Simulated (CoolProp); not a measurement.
A single-stage vapour-compression cycle with nitrous oxide: evaporating at 230.15 K (dew point), condensing at 263.15 K (bubble point), superheat 8 K, subcooling 5 K, compressor efficiency 0.8, no pressure losses. Each further row changes one setting.

Values from CoolProp's reference Helmholtz-energy equation of state, Lemmon 2006. It is a short technical equation, of lower accuracy than the large ones.

```csv
case,cooling COP,pressure ratio,discharge temperature (K),refrigerating effect (kJ/kg),volumetric capacity (kJ/m³)
as stated,4.59,2.84,316.2,270,5640
evaporating temperature 235.15 K,5.65,2.38,307.8,___,___
condensing temperature 258.15 K,5.58,___,304.8,280,5840
subcooling 10 K,___,2.84,316.2,280,5840
superheat 18 K,___,2.84,___,280,___
compressor efficiency 0.7,___,2.84,324.1,270,5640
```

Task: Fill in the missing entries.

Result: 
- evaporating temperature 235.15 K, refrigerating effect (kJ/kg): 272
- evaporating temperature 235.15 K, volumetric capacity (kJ/m³): 6740
- condensing temperature 258.15 K, pressure ratio: 2.47
- subcooling 10 K, cooling COP: 4.76
- superheat 18 K, cooling COP: 4.49
- superheat 18 K, discharge temperature (K): 328.8
- superheat 18 K, volumetric capacity (kJ/m³): 5520
- compressor efficiency 0.7, cooling COP: 4.01
